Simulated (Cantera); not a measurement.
Input (Python, Cantera):

```python
import numpy as np
import cantera as ct

gas = ct.Solution("gri30.yaml")
gas.TPX = 1325, 28000, {'H2': 1.8, 'O2': 1, 'N2': 2}
reactor = ct.IdealGasConstPressureReactor(gas, energy="off", clone=False)
net = ct.ReactorNet([reactor])
net.rtol, net.atol = 1e-08, 1e-18
show = ['H2', 'O2', 'O', 'HO2', 'H']
times = np.geomspace(3e-06, 50, 9)

steps = ct.SolutionArray(gas, extra=["t"])
rows = []
print(f"{'t/s':>10s}{'T/K':>9s}{'P/Pa':>11s}" + "".join(f"{s:>11s}" for s in show))
for t in times:
    while net.time < t:
        t_next = net.step()
        steps.append(gas.state, t=t_next)
    rows.append([np.interp(t, steps.t, y) for y in (steps.T, steps.P, *steps(*show).X.T)])
    print(f"{t:10.3e}{rows[-1][0]:9.1f}{rows[-1][1]:11.4g}" + "".join(f"{x:11.3e}" for x in rows[-1][2:]))
rate = np.gradient(steps.T, steps.t)
print("integrator steps:", len(steps.t))
if steps.T.max() > steps.T[0] + 200:
    print(f"time of steepest temperature rise: {steps.t[rate.argmax()]:.4e} s")
gas.TPX = 1325, 28000, {'H2': 1.8, 'O2': 1, 'N2': 2}
gas.equilibrate("TP")
print(f"equilibrium (TP): T = {gas.T:.1f} K  " + "  ".join(f"{s} {gas[s].X[0]:.3e}" for s in show))
```

It prints:

```
       t/s      T/K       P/Pa         H2         O2          O        HO2          H
 3.000e-06   1325.0    2.8e+04  3.750e-01  2.083e-01  5.335e-09  3.863e-08  4.537e-08
 2.398e-05   1325.0    2.8e+04  3.750e-01  2.083e-01  2.154e-06  6.180e-07  1.440e-05
 1.917e-04   1325.0    2.8e+04  4.018e-02  5.022e-02  1.053e-02  2.377e-05  5.404e-02
 1.532e-03   1325.0    2.8e+04  3.176e-03  2.677e-02  3.303e-04  1.031e-05  6.429e-04
 1.225e-02   1325.0    2.8e+04  7.008e-05  2.561e-02  6.900e-06  6.619e-07  2.098e-06
 9.790e-02   1325.0    2.8e+04  3.217e-06  2.562e-02  3.774e-07  3.672e-08  2.404e-08
 7.825e-01   1325.0    2.8e+04  7.618e-07  2.563e-02  8.726e-08  1.539e-08  2.816e-09
 6.255e+00   1325.0    2.8e+04  7.358e-07  2.563e-02  8.387e-08  1.525e-08  2.669e-09
 5.000e+01   1325.0    2.8e+04  7.358e-07  2.563e-02  8.387e-08  1.525e-08  2.669e-09
integrator steps: 1918
equilibrium (TP): T = 1325.0 K  H2 7.366e-07  O2 2.557e-02  O 8.378e-08  HO2 1.522e-08  H 2.670e-09
```

Computed with Cantera and GRI-Mech 3.0 (53 species, 325 reactions). The temperature is held fixed by assumption; the heat of reaction is taken as removed at once.
